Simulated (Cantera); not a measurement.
What does this Cantera script print?

```python
import numpy as np
import cantera as ct

gas_names = """
    H H2 Si SiH SiH2 SiH3 SiH4 Si2 Si3
""".split()
cond_names = """
    Si(cr) Si(L)
""".split()


def load(file, names, dense=False):
    # The tables refer to 1 bar. Condensed volumes are neglected.
    table = {s.name: s for s in ct.Species.list_from_file(file)}
    out = []
    for n in names:
        d = dict(table[n].input_data)
        d["thermo"] = dict(d["thermo"], **{"reference-pressure": 1e5})
        if dense:
            d["equation-of-state"] = {"model": "constant-volume", "density": "1e6 g/cm^3"}
        out.append(ct.Species.from_dict(d))
    return out


gas = ct.Solution(thermo="ideal-gas", species=load("nasa_gas.yaml", gas_names))
cond = {s.name: ct.Solution(thermo="fixed-stoichiometry", species=[s], name=s.name)
        for s in load("nasa_condensed.yaml", cond_names, dense=True)}
atoms = {
    'Si': {'Si': 1},
    'H2': {'H': 2},
}
top_T = {}  # K; cautious upper limits of use, not melting points


def equilibrate(T, P, feed):
    n = {}
    for name, mol in feed.items():
        for a, k in atoms[name].items():
            n[a] = n.get(a, 0.0) + k * mol
    gas.TPX = T, P, n
    mass = sum(n.values()) * gas.mean_molecular_weight
    gas.equilibrate("TP")
    valid = [c for c in cond.values() if c.min_temp <= T <= top_T.get(c.name, c.max_temp)]
    mix = ct.Mixture([(gas, mass / gas.mean_molecular_weight)] + [(c, 0.0) for c in valid])
    mix.T, mix.P = T, P
    mix.equilibrate("TP", solver="vcs", rtol=1e-11, max_steps=5000)
    return mix


results = []
feed = {'Si': 1, 'H2': 2.2}  # mol
T = 1250  # K
P = 46000  # Pa
mix = equilibrate(T, P, feed)
results.append((T, P, feed, dict(zip(mix.species_names, mix.species_moles))))
x = sorted(zip(gas.X, gas.species_names), reverse=True)
print(f"T = {T:g} K  P = {P:g} Pa  gas = {mix.phase_moles(0):.4g} mol")
print("   x: " + "  ".join(f"{s} {v:.3e}" for v, s in x if v > 1e-06))
print("   condensed (mol): " + ("  ".join(f"{mix.phase(i).name} {mix.phase_moles(i):.4g}"
      for i in range(1, mix.n_phases) if mix.phase_moles(i) > 1e-12) or "none"))
```

It prints:

```
T = 1250 K  P = 46000 Pa  gas = 2.2 mol
   x: H2 1.000e+00
   condensed (mol): Si(cr) 1
```

Method: chemical equilibrium by Gibbs-energy minimisation in Cantera with the NASA 1993 tables (ideal gas, pure condensed phases).
